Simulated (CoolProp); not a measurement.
Saturation properties of R141b (Tc = 204.4 °C, pc = 4.212 MPa, ω = 0.220).

Computed with CoolProp (reference Helmholtz-energy equation of state, Lemmon 2006). It is a short technical equation, of lower accuracy than the large ones.

```csv
T (°C),p (MPa),liquid cp (kJ/(kg K)),liquid conductivity (mW/(m K))
51.45,0.1912,1.194,83.6
56.45,0.2221,[?],[?]
61.45,0.2566,1.212,81.0
66.45,0.2951,1.221,[?]
71.55,0.3388,1.231,78.4
76.55,0.3861,[?],77.1
81.55,0.4383,1.253,75.9
86.55,0.4955,1.264,74.6
91.55,0.5582,1.276,73.4
96.55,0.6266,1.289,72.3
101.55,0.7010,1.303,71.1
```

Problem. Fill in the missing entries.

Solution. 
- 56.45, liquid cp (kJ/(kg K)): 1.203
- 56.45, liquid conductivity (mW/(m K)): 82.3
- 66.45, liquid conductivity (mW/(m K)): 79.7
- 76.55, liquid cp (kJ/(kg K)): 1.242

It boils at 32.0 °C under 1 atm.

Thermal conductivity comes from a separate model (Huber 2003), an estimate that may be off by 10 % or more.
